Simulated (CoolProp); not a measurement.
Benzene along the isotherm 604 K: Z from the reference equation and from simpler models built on Tc = 562.0 K, pc = 4.906 MPa, ω = 0.211; each cubic takes its own stable root.

The numbers come from the reference Helmholtz-energy equation of state, Thol 2012 in CoolProp.

| p (MPa) | phase | reference |
|---|---|---|
| 0.0233 | gas | 0.9987 |
| 0.0342 | gas | 0.9981 |
| 0.0501 | gas | 0.9973 |
| 0.0736 | gas | 0.9960 |
| 0.108 | gas | 0.9941 |
| 0.159 | gas | 0.9913 |
| 0.233 | gas | 0.9872 |
| 0.342 | gas | 0.9811 |
| 0.501 | gas | 0.9722 |
| 0.736 | gas | 0.9588 |
| 1.08 | gas | 0.9389 |
| 1.59 | gas | 0.9084 |
| 2.33 | gas | 0.8617 |
| 3.42 | gas | 0.7862 |
| 5.01 | supercritical | 0.6544 |
| 7.36 | supercritical | 0.4014 |

### Question
How far does each simpler model (van der Waals, Redlich-Kwong, Soave-Redlich-Kwong, Peng-Robinson) lie from the reference over these 16 states: mean and median of the absolute difference, and the worst?

### Answer
- van der Waals: mean 0.3 %, median 0.2 %, worst +0.8 % at 604 K and 3.42 MPa
- Redlich-Kwong: mean 0.3 %, median 0.1 %, worst +2.0 % at 604 K and 7.36 MPa
- Soave-Redlich-Kwong: mean 0.9 %, median 0.0 %, worst +12.9 % at 604 K and 7.36 MPa
- Peng-Robinson: mean 1.0 %, median 0.3 %, worst +5.8 % at 604 K and 7.36 MPa
